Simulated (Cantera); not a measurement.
**Low-pressure radical oxidation in H2/O2**

An isothermal, constant-pressure homogeneous reactor starts with H₂ : O₂ : N₂ = 0.021 : 1 : 2.9 (molar parts), at 1300 K and 540 Pa.

Computed with Cantera and GRI-Mech 3.0 (53 species, 325 reactions). Radical loss at walls, strong at low pressure, is not modelled.

```
t (s)        x H₂   x O₂      x OH     x H₂O    x HO₂    x H₂O₂
--------  -------  -----  --------  --------  -------  --------
0.000800  0.00536  0.255   1.58e-9  3.83e-10  2.33e-9    <1e-12
0.00259   0.00536  0.255   9.76e-9   7.43e-9  7.51e-9  3.48e-12
0.00837   0.00536  0.255   2.30e-7   3.36e-7  2.44e-8  2.97e-11
0.0270    0.00306  0.253  0.000819   0.00174  1.71e-7   6.45e-9
0.0875    4.22e-5  0.250  0.000539   0.00487  1.20e-7   2.87e-9
0.283     4.00e-5  0.250  0.000525   0.00489  1.17e-7   2.84e-9
0.915     3.37e-5  0.251  0.000482   0.00496  1.09e-7   2.74e-9
2.96      2.08e-5  0.252  0.000379   0.00509  8.71e-8   2.40e-9
9.56      6.95e-6  0.253  0.000220   0.00524  4.91e-8   1.54e-9
30.9      1.25e-6  0.253   9.35e-5   0.00532  1.65e-8  5.49e-10
100       1.85e-7  0.253   3.59e-5   0.00535  4.26e-9  1.20e-10
```
x: mole fraction; the columns are a selection and need not sum to one.

Equilibrium at this temperature and pressure: H₂ 1.27e-8, O₂ 0.253, OH 9.43e-6, H₂O 0.00537, HO₂ 2.70e-9, H₂O₂ 1.09e-11 (gas phase only).
